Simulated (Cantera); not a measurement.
Cantera with NASA thermochemical tables; ideal gases at 1 bar, condensed phases pure. Values are per mole of reaction as written; species without (g) are pure solids or liquids, kept so even where they would boil at 1 bar. TaC: taken at fixed stoichiometry.

TaC + 4 C₂H₆(g) → 3 C₃H₈(g) + Ta

| T (K) | ΔH° (kJ) | ΔS° (J/K) | ΔG° (kJ) | log10 K |
|---|---|---|---|---|
| 300 | 165.5 | -106.8 | 197.5 | -34.39 |
| 1175 | 173.2 | -96.2 | 286.3 | -12.73 |
| 1325 | 174.7 | -95.1 | 300.6 | -11.85 |
| 1475 | 176.0 | -94.1 | 314.8 | -11.15 |
| 1625 | ___ | ___ | ___ | ___ |
| 1775 | 178.2 | -92.7 | 342.8 | -10.09 |
| 1925 | 179.2 | -92.2 | 356.7 | -9.68 |
| 2075 | 180.1 | -91.7 | 370.5 | -9.33 |
| 2225 | 180.9 | -91.4 | 384.2 | -9.02 |
| 2375 | ___ | ___ | ___ | ___ |

Q: Fill in the missing entries.

A: 
- 1625, ΔH° (kJ): 177.1
- 1625, ΔS° (J/K): -93.4
- 1625, ΔG° (kJ): 328.9
- 1625, log10 K: -10.57
- 2375, ΔH° (kJ): 181.7
- 2375, ΔS° (J/K): -91.0
- 2375, ΔG° (kJ): 397.9
- 2375, log10 K: -8.75
